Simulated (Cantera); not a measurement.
A perfectly stirred reactor is fed with 3.12 % H2, 35.9 % O2, 61.0 % N2, equivalence ratio 0.043, at 0.710 bar; it is held at 1375 K, and followed from long to short residence time.

Computed with Cantera and the H2/O2 subset of GRI-Mech 3.0, which has no nitrogen chemistry.

Predict: x(H2) at τ = 0.730 s; x(O2) at τ = 0.730 s; x(H2O2) at τ = 0.730 s; x(OH) at τ = 0.730 s; x(HO2) at τ = 0.730 s; x(H2) at τ = 81.0 ms; x(O2) at τ = 81.0 ms; x(H2O2) at τ = 81.0 ms; x(OH) at τ = 81.0 ms; x(HO2) at τ = 81.0 ms.


```json
{
  "x(H2) at τ = 0.730 s": "1.58e-5",
  "x(O2) at τ = 0.730 s": "0.349",
  "x(H2O2) at τ = 0.730 s": "5.28e-8",
  "x(OH) at τ = 0.730 s": "0.000134",
  "x(HO2) at τ = 0.730 s": "8.42e-7",
  "x(H2) at τ = 81.0 ms": "6.41e-5",
  "x(O2) at τ = 81.0 ms": "0.348",
  "x(H2O2) at τ = 81.0 ms": "1.50e-7",
  "x(OH) at τ = 81.0 ms": "0.000278",
  "x(HO2) at τ = 81.0 ms": "3.02e-6"
}
```
